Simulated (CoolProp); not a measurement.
n-pentane at several states: density (kg/m³) from the reference equation and from simpler models built on Tc = 469.7 K, pc = 3.368 MPa, ω = 0.251; each cubic takes its own stable root.

Computed with CoolProp (reference Helmholtz-energy equation of state, Thol 2019).

```json
[
 {"T (K)": "311.4", "p (MPa)": "0.0758", "phase": "gas", "reference": "2.182", "van der Waals": "2.150", "Redlich-Kwong": "2.165", "Peng-Robinson": "2.174"},
 {"T (K)": "311.7", "p (MPa)": "10.3", "phase": "liquid", "reference": "621.2", "van der Waals": "392.8", "Redlich-Kwong": "558.8", "Peng-Robinson": "644.6"},
 {"T (K)": "347.8", "p (MPa)": "0.0122", "phase": "gas", "reference": "0.3054", "van der Waals": "0.3051", "Redlich-Kwong": "0.3053", "Peng-Robinson": "0.3054"},
 {"T (K)": "341.2", "p (MPa)": "0.0828", "phase": "gas", "reference": "2.160", "van der Waals": "2.139", "Redlich-Kwong": "2.151", "Peng-Robinson": "2.158"},
 {"T (K)": "573.5", "p (MPa)": "0.93", "phase": "gas", "reference": "14.78", "van der Waals": "14.84", "Redlich-Kwong": "14.86", "Peng-Robinson": "14.88"}
]
```
